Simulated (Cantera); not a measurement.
A perfectly stirred reactor is fed with 13.0 % H2, 87.0 % O2, at 1500 Pa; it is held at 900 K, and followed from long to short residence time.

Model: GRI-Mech 3.0 (53 species, 325 reactions), integrated in Cantera. Radical loss at walls, strong at low pressure, is not modelled. Below about 950 K walls govern HO2 and H2O2 in real vessels. The temperature is held fixed by assumption; the heat of reaction is taken as removed at once.

Problem. Predict: x(H2) at τ = 3.30 s; x(O2) at τ = 3.30 s; x(H2O2) at τ = 3.30 s; x(H2O) at τ = 3.30 s; x(HO2) at τ = 3.30 s; x(H2) at τ = 0.180 s; x(O2) at τ = 0.180 s; x(H2O2) at τ = 0.180 s; x(H2O) at τ = 0.180 s; x(HO2) at τ = 0.180 s.

Solution. 
```
Item                      Value
----------------------  -------
x(H2) at τ = 3.30 s     0.00112
x(O2) at τ = 3.30 s       0.860
x(H2O2) at τ = 3.30 s   2.53e-7
x(H2O) at τ = 3.30 s      0.138
x(HO2) at τ = 3.30 s    7.43e-6
x(H2) at τ = 0.180 s    0.00547
x(O2) at τ = 0.180 s      0.859
x(H2O2) at τ = 0.180 s  4.16e-7
x(H2O) at τ = 0.180 s     0.133
x(HO2) at τ = 0.180 s   1.52e-5
```
